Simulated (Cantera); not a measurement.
# Adiabatic ignition

An adiabatic, constant-pressure homogeneous reactor starts with CO : H₂ : CH₄ : O₂ : N₂ = 1 : 1.2 : 0.062 : 1.3 : 4.9 (molar parts), equivalence ratio 0.94, at 1225 K and 43000 Pa.

Cantera simulation using GRI-Mech 3.0 (53 species, 325 reactions); the numbers are that mechanism's predictions, not measurements.

| t (s) | T (K) | x CO | x H₂ | x CH₄ | x OH | x CH₃ | x NO |
|---|---|---|---|---|---|---|---|
| 3.00e-6 | 1225 | 0.118 | 0.142 | 0.00733 | 5.63e-10 | 3.75e-10 | <1e-12 |
| 1.16e-5 | 1225 | 0.118 | 0.142 | 0.00733 | 4.60e-9 | 6.52e-9 | <1e-12 |
| 4.52e-5 | 1225 | 0.118 | 0.142 | 0.00733 | 5.54e-7 | 1.13e-6 | <1e-12 |
| 0.000175 | 1810 | 0.0691 | 0.0243 | <1e-12 | 0.0157 | <1e-12 | 1.85e-5 |
| 0.000681 | 2391 | 0.0613 | 0.0183 | <1e-12 | 0.0221 | <1e-12 | 0.000220 |
| 0.00264 | 2627 | 0.0514 | 0.0132 | <1e-12 | 0.0202 | <1e-12 | 0.00224 |
| 0.0103 | 2625 | 0.0513 | 0.0132 | <1e-12 | 0.0195 | <1e-12 | 0.00759 |
| 0.0398 | 2622 | 0.0514 | 0.0133 | <1e-12 | 0.0192 | <1e-12 | 0.00970 |
| 0.155 | 2622 | 0.0514 | 0.0133 | <1e-12 | 0.0192 | <1e-12 | 0.00971 |
| 0.600 | 2622 | 0.0514 | 0.0133 | <1e-12 | 0.0192 | <1e-12 | 0.00971 |
x: mole fraction; the columns are a selection and need not sum to one.

```
Property                                                           Value
---------------------------------  -------------------------------------
time of steepest temperature rise                               0.114 ms
temperature at 0.600 s                                            2622 K
equilibrium temperature                                           2622 K
x(CO) at 0.600 s                   0.0514 (gas-phase equilibrium 0.0514)
x(H₂) at 0.600 s                   0.0133 (gas-phase equilibrium 0.0133)
x(CH₄) at 0.600 s                  <1e-12 (gas-phase equilibrium <1e-12)
```
